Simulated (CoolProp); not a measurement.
Model: reference Helmholtz-energy equation of state, Lemmon 2022, in CoolProp.

### Question
For R1234yf, give the phase and the Z, cv (kJ/(kg K)), speed of sound (m/s), viscosity (µPa s) at 15.45 °C and 42.1 bar; 26.25 °C and 42.1 bar; 69.55 °C and 42.1 bar.

### Answer
- 15.45 °C and 42.1 bar: liquid; Z 0.175, cv 0.902, speed of sound 530, viscosity 178
- 26.25 °C and 42.1 bar: liquid; Z 0.174, cv 0.920, speed of sound 486, viscosity 157
- 69.55 °C and 42.1 bar: liquid; Z 0.180, cv 0.995, speed of sound 302, viscosity 92.3

Viscosity comes from a separate model (Bell 2016), an estimate that may be off by 10 % or more.
